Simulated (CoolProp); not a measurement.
The numbers come from the reference Helmholtz-energy equation of state, Gao 2016 in CoolProp.

Question: For sulfur dioxide, give the phase and the Joule-Thomson coefficient (K/MPa) at 421.9 K and 453 kPa; 442.6 K and 453 kPa.

Answer: 
- 421.9 K and 453 kPa: gas; Joule-Thomson coefficient 13.1
- 442.6 K and 453 kPa: gas; Joule-Thomson coefficient 11.5
